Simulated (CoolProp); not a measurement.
Values from CoolProp's reference Helmholtz-energy equation of state, McLinden 2020.

### Question
For R1336mzz(Z), give the phase and the Z, cp (kJ/(kg K)), cv (kJ/(kg K)), Joule-Thomson coefficient (K/MPa) at 226.85 °C and 1.45 MPa; 226.85 °C and 4.36 MPa; 226.85 °C and 7.26 MPa.

### Answer
- 226.85 °C and 1.45 MPa: gas; Z 0.878, cp 1.19, cv 1.09, Joule-Thomson coefficient 7.76
- 226.85 °C and 4.36 MPa: supercritical; Z 0.586, cp 1.62, cv 1.14, Joule-Thomson coefficient 9.15
- 226.85 °C and 7.26 MPa: supercritical; Z 0.452, cp 1.78, cv 1.15, Joule-Thomson coefficient 3.43
